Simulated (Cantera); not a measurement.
Feed: 1 mol HMDSO, 1.1 mol N2O, 1.1 mol CO2, held at 10.0 mbar.

These are equilibrium values from Cantera (NASA tables, ideal gas, pure condensed phases), not measurements of a reactor. Candidate condensed phases: C, C6H6, C7H8, C8H18, H2O, Si, SiC, SiO2, Si2N2O, Si3N4; 151 gas species. The feed counts by its element totals alone. Mutual solubility and eutectic melting of coexisting phases are not modelled. Kinetics and transport are ignored.

Q: Which condensed phases are stable at each of these points (T (K)): 848, 873, 898, 923, 948, 973, 998, 1023, 1048, 1073, 1098, 1123?

A: 
```tsv
T (K)	condensed phases	Si condensed (%)
848	C(graphite) + SiO2(β-quartz)	100.0
873	C(graphite) + SiO2(β-quartz)	100.0
898	C(graphite) + SiO2(β-quartz)	100.0
923	C(graphite) + SiO2(β-quartz)	100.0
948	C(graphite) + SiO2(β-quartz)	100.0
973	C(graphite) + SiO2(β-quartz)	100.0
998	C(graphite) + SiO2(β-quartz)	100.0
1023	C(graphite) + SiO2(β-quartz)	100.0
1048	C(graphite) + SiO2(β-quartz)	100.0
1073	C(graphite) + SiO2(β-quartz)	100.0
1098	C(graphite) + SiO2(β-quartz)	100.0
1123	C(graphite) + SiO2(β-quartz) + Si2N2O(s)	100.0
```

From 848 K to 1098 K the condensed part is C(graphite) + SiO2(β-quartz). At 1123 K the condensed part is C(graphite) + SiO2(β-quartz) + Si2N2O(s).
